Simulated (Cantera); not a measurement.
Input: 1 mol CH4, 0.96 mol O2, 0.46 mol H2, at 0.0100 bar.

Method: chemical equilibrium by Gibbs-energy minimisation in Cantera with the NASA 1993 tables (ideal gas, pure condensed phases). Candidate condensed phases: C, C6H6, C7H8, C8H18, H2O; 110 gas species. Kinetics and transport are ignored.

x: gas mole fraction; nothing condenses.

```json
[
 {"T (K)": "1450", "x H2": "0.491", "x CO": "0.243", "x H2O": "0.220", "x H": "6.63e-5", "x CO2": "0.0458", "x OH": "7.12e-7", "x O": "8.53e-11"},
 {"T (K)": "1550", "x H2": "0.486", "x CO": "0.248", "x H2O": "0.225", "x H": "(withheld)", "x CO2": "(withheld)", "x OH": "(withheld)", "x O": "(withheld)"},
 {"T (K)": "1650", "x H2": "0.482", "x CO": "0.252", "x H2O": "0.229", "x H": "(withheld)", "x CO2": "(withheld)", "x OH": "(withheld)", "x O": "(withheld)"},
 {"T (K)": "1750", "x H2": "0.478", "x CO": "0.255", "x H2O": "0.232", "x H": "0.00161", "x CO2": "0.0341", "x OH": "4.57e-5", "x O": "1.21e-7"},
 {"T (K)": "1850", "x H2": "0.474", "x CO": "0.257", "x H2O": "0.234", "x H": "0.00371", "x CO2": "0.0315", "x OH": "0.000135", "x O": "8.06e-7"},
 {"T (K)": "1950", "x H2": "0.469", "x CO": "0.258", "x H2O": "0.235", "x H": "0.00785", "x CO2": "0.0294", "x OH": "0.000357", "x O": "4.43e-6"},
 {"T (K)": "2050", "x H2": "0.462", "x CO": "0.259", "x H2O": "0.235", "x H": "0.0154", "x CO2": "0.0277", "x OH": "0.000858", "x O": "2.07e-5"},
 {"T (K)": "2150", "x H2": "0.451", "x CO": "0.258", "x H2O": "0.234", "x H": "0.0283", "x CO2": "0.0262", "x OH": "0.00189", "x O": "8.38e-5"},
 {"T (K)": "2250", "x H2": "0.436", "x CO": "0.256", "x H2O": "0.230", "x H": "0.0490", "x CO2": "0.0248", "x OH": "0.00388", "x O": "0.000301"}
]
```

Task: Some entries are withheld; supply them.

Result: 
- 1650, x H: 0.000631
- 1650, x CO2: 0.0372
- 1650, x OH: 1.35e-5
- 1650, x O: 1.44e-8
- 1550, x H: 0.000220
- 1550, x CO2: 0.0410
- 1550, x OH: 3.41e-6
- 1550, x O: 1.31e-9
